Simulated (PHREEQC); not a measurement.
Dissolve 1.9 mol/kgw KCl, 0.26 mol/kgw CaCl2 and 0.000105 mol/kgw H4SiO4 at 25 °C. Closed to the air; pH follows from the charge balance.

All values are PHREEQC results (Pitzer model, pitzer.dat), not measurements.

Precipitation was switched off in this run.

Question: Estimate the pH, activity of water.

Answer: pH 6.51; activity of water 0.926.

In brines, pH and single-ion activities rest on the MacInnes convention.
